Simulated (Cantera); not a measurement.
Input (Python, Cantera) and output of one run.

```python
import numpy as np
import cantera as ct

gas_names = [...]  # 169 gases of nasa_gas.yaml made of C, H, N, O
cond_names = """
    C(gr) C6H6(L) C7H8(L) C8H18(L),n-octa H2O(s) H2O(L)
""".split()


# ... load() reads the species with a 1 bar reference pressure and builds the phases ...
atoms = {
    'acetone': {'C': 3, 'H': 6, 'O': 1},
    'O2': {'O': 2},
    'N2': {'N': 2},
}
top_T = {'C(gr)': 4500}  # K; cautious upper limits of use, not melting points


# ... equilibrate(T, P, feed) seeds the gas with the atoms and calls Mixture.equilibrate('TP', solver="vcs", rtol=1e-11, max_steps=5000) ...
results = []
feed = {'acetone': 1, 'O2': 0.17, 'N2': 0.48}  # mol
P = 101325  # Pa
for T in [3000, 3500, 4000, 4500, 5000]:
    mix = equilibrate(T, P, feed)
    results.append((T, P, feed, dict(zip(mix.species_names, mix.species_moles))))

top = {s: max(r[3][s] / sum(r[3][g] for g in gas_names) for r in results) for s in gas_names}
cols = sorted((s for s in top if top[s] > 0.001), key=lambda s: -top[s])[:5]
seen = [c for c in cond_names if any(r[3].get(c, 0) > 1e-12 for r in results)]
print("log10 of partial pressures in bar; condensed amounts in mol")
print(f"{'T/K':>10s}" + "".join(f"{s[:9]:>10s}" for s in cols + seen))
for T, P, feed, n in results:
    ng = sum(n[g] for g in gas_names)
    print(f"{T:10.4g}" + "".join(f"{np.log10(max(n[s] / ng * P / 1e5, 1e-99)):10.3f}" for s in cols)
          + "".join(f"{n.get(c, 0):10.4g}" for c in seen))
```

Result:

```
log10 of partial pressures in bar; condensed amounts in mol
       T/K         H        H2        CO         C        N2     C(gr)
      3000    -0.958    -0.313    -0.575    -4.295    -1.140      1.09
      3500    -0.513    -0.568    -0.642    -2.576    -1.300         0
      4000    -0.267    -0.940    -0.735    -1.685    -1.342         0
      4500    -0.198    -1.474    -0.797    -1.139    -1.380         0
      5000    -0.193    -2.002    -0.829    -0.884    -1.401         0
```

Equilibrium computed with Cantera from the NASA thermochemical tables; the gas is ideal and each condensed phase is pure. The feed counts by its element totals alone.
